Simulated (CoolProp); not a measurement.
The numbers come from the reference Helmholtz-energy equation of state, Lemmon 2006 in CoolProp. It is a short technical equation, of lower accuracy than the large ones.

Question: For toluene, give the phase and the conductivity (mW/(m K)), fugacity coefficient at 314.5 K and 101 kPa; 327.8 K and 101 kPa; 367.9 K and 101 kPa.

Answer: 
- 314.5 K and 101 kPa: liquid; conductivity 126, fugacity coefficient 0.0829
- 327.8 K and 101 kPa: liquid; conductivity 122, fugacity coefficient 0.147
- 367.9 K and 101 kPa: liquid; conductivity 111, fugacity coefficient 0.608

Thermal conductivity comes from a separate model (Assael 2012).
